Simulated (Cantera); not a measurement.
Feed: 1 mol CH3Cl, 0.83 mol H2, at 2550 K and 2.20 mbar.

These are equilibrium values from Cantera (NASA tables, ideal gas, pure condensed phases), not measurements of a reactor. Candidate condensed phases: C, C6H6, C7H8, C8H18; 91 gas species. Rates play no part.

Base state: H 0.389, H2 0.342, HCl 0.146, Cl 0.117, C2H2 (acetylene) 0.00455, C3 0.000484, C2H 0.000412, C 0.000148 (mole fractions); condensed: C(graphite).

**Question.** What changes in the equilibrium state with this change: pressure from 2.20 mbar to 0.950 bar?

**Answer.** 
| species | before | after |
|---|---|---|
| H2 | 0.342 | 0.619 |
| HCl | 0.146 | 0.337 |
| H | 0.389 | 0.0252 |
| Cl | 0.117 | 0.00966 |
| CH4 | 3.56e-8 | 5.05e-5 |
| C | 0.000148 | 3.44e-7 |
| C3 | 0.000484 | 1.12e-6 |
| C(graphite), mol | 0.955 | 0.951 |
